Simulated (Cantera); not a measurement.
A closed system holds: 1 mol Si, a varied amount of N2O, 340 mol N2, at 752 °C and 10000 Pa.

Method: chemical equilibrium by Gibbs-energy minimisation in Cantera with the NASA 1993 tables (ideal gas, pure condensed phases). Candidate condensed phases: Si, SiO2, Si2N2O, Si3N4; 16 gas species. Mutual solubility and eutectic melting of coexisting phases are not modelled. Kinetics and transport are ignored.

**Question.** Which condensed phases are stable at each of these points (n(N2O) (mol)): 0.015, 0.024, 0.037, 0.057, 0.088, 0.14, 0.21, 0.33, 0.51, 0.78, 1.2, 1.9, 2.9?

**Answer.** 
```
n(N2O) (mol)            condensed phases  Si condensed (%)
------------  --------------------------  ----------------
0.015               Si2N2O(s) + Si3N4(s)             100.0
0.024               Si2N2O(s) + Si3N4(s)             100.0
0.037               Si2N2O(s) + Si3N4(s)             100.0
0.057               Si2N2O(s) + Si3N4(s)             100.0
0.088               Si2N2O(s) + Si3N4(s)             100.0
0.14                Si2N2O(s) + Si3N4(s)             100.0
0.21                Si2N2O(s) + Si3N4(s)             100.0
0.33                Si2N2O(s) + Si3N4(s)             100.0
0.51          SiO2(β-quartz) + Si2N2O(s)             100.0
0.78          SiO2(β-quartz) + Si2N2O(s)             100.0
1.2           SiO2(β-quartz) + Si2N2O(s)             100.0
1.9           SiO2(β-quartz) + Si2N2O(s)             100.0
2.9                       SiO2(β-quartz)             100.0
```

From 0.015 mol N2O to 0.33 mol N2O the condensed part is Si2N2O(s) + Si3N4(s). From 0.51 mol N2O to 1.9 mol N2O the condensed part is SiO2(β-quartz) + Si2N2O(s). At 2.9 mol N2O the condensed part is SiO2(β-quartz).
